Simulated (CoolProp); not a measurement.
The fluid at 293.15 K and 0.385 MPa is compressed adiabatically to 2.73 MPa with isentropic efficiency 0.75. The same conditions are run with several fluids, on thermodynamics alone (safety and materials aside).

Model: reference Helmholtz-energy equation of state of each fluid (C3F8 (R218): Lemmon 2006; R410A: Lemmon 2003; R13: Platzer 1990; carbonyl sulfide: Lemmon 2006; nitrous oxide: Lemmon 2006), in CoolProp. The equations of Platzer and Polt are older, rougher fits. Blends and air are pseudo-pure fits.

### Question
Rank C3F8 (R218), R410A, R13, carbonyl sulfide, nitrous oxide by work (kJ/kg), highest first.

### Answer
nitrous oxide (174), carbonyl sulfide (121), R410A (92.4), R13 (64.5), C3F8 (R218) (27.4)

```
fluid             final temperature (K)    final phase  final density (kg/m³)
----------------  ---------------------  -------------  ---------------------
C3F8 (R218)                       355.9  supercritical                    321
R410A                             412.1            gas                   65.1
R13                               398.5            gas                   94.8
carbonyl sulfide                  468.7            gas                   45.5
nitrous oxide                     481.8            gas                   30.8
```
